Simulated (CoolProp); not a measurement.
The numbers come from the reference Helmholtz-energy equation of state, Gedanitz 2015 in CoolProp.

Question: For cyclopentane, give the phase and the isothermal compressibility (1/MPa), conductivity (mW/(m K)) at 216.25 °C and 4.97 MPa.

Answer: 
- 216.25 °C and 4.97 MPa: liquid; isothermal compressibility 0.0260, conductivity 71.5

Thermal conductivity comes from a separate model (Vassiliou 2015).
